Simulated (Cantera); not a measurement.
Charge: 1 mol AlN, 1.1 mol HCl, 38 mol H2, held at 1550 °C and 100 Torr.

These are equilibrium values from Cantera (NASA tables, ideal gas, pure condensed phases), not measurements of a reactor. Candidate condensed phases: Al, AlCl3, AlN, NH4Cl; 20 gas species. The tables' values for AlCl2 are old estimates; treat these amounts as uncertain. The numbers say what is thermodynamically allowed, not how fast it happens.

Base state: H2 0.960, AlCl 0.0232, N2 0.0118, HCl 0.00360, H 0.00116, AlCl2 0.000285, Al 9.72e-5, AlH 1.49e-5 (mole fractions); condensed: AlN(s).

Problem. What changes in the equilibrium state with this change: AlN replaced by BN?

Solution. 
```json
[
 {"species": "H2", "before": "0.960", "after": "0.970"},
 {"species": "HCl", "before": "0.00360", "after": "0.0278"},
 {"species": "H", "before": "0.00116", "after": "0.00117"},
 {"species": "AlCl", "before": "0.0232", "after": "0"},
 {"species": "N2", "before": "0.0118", "after": "0.000172"},
 {"species": "BCl", "before": "0", "after": "0.000248"},
 {"species": "AlCl2", "before": "0.000285", "after": "0"},
 {"species": "Al", "before": "9.72e-5", "after": "0"},
 {"species": "AlN(s), mol", "before": "0.0523", "after": "0"},
 {"species": "BN(s), mol", "before": "0", "after": "0.987"}
]
```
The tables' values for BCl, BH2, BCl2 are old estimates; treat these amounts as uncertain. Further candidate phases: B, BN.

Problem. What changes in the equilibrium state with this change: pressure from 100 Torr to 0.120 Torr?

Solution. 
```csv
species,before,after
H2,0.960,0.926
H,0.00116,0.0330
AlCl,0.0232,0.0223
Al,9.72e-5,0.00214
N2,0.0118,0.0122
AlCl3,1.01e-5,1.85e-8
Cl,3.33e-6,0.000121
AlCl2,0.000285,1.20e-5
AlH,1.49e-5,1.11e-5
"AlN(s), mol",0.0523,0
```
